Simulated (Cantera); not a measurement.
A perfectly stirred reactor is fed with 0.255 % CH3OH, 5.20 % O2, 94.5 % N2, equivalence ratio 0.074, at 5.90 bar; it is held at 1600 K, and followed from long to short residence time.

Computed with Cantera and GRI-Mech 3.0 (53 species, 325 reactions). GRI-Mech 3.0 was tuned for natural gas; its chemistry of methanol as a main component is partial and can be far from experiment.

Task: Predict: x(CH3OH) at τ = 1.10 s; x(O2) at τ = 1.10 s; x(OH) at τ = 1.10 s; x(CH3OH) at τ = 13.0 ms; x(O2) at τ = 13.0 ms; x(OH) at τ = 13.0 ms.

Result: 
| Quantity | Result |
|---|---|
| x(CH3OH) at τ = 1.10 s | 1.20e-7 |
| x(O2) at τ = 1.10 s | 0.0481 |
| x(OH) at τ = 1.10 s | 2.53e-5 |
| x(CH3OH) at τ = 13.0 ms | 2.88e-6 |
| x(O2) at τ = 13.0 ms | 0.0482 |
| x(OH) at τ = 13.0 ms | 7.12e-5 |
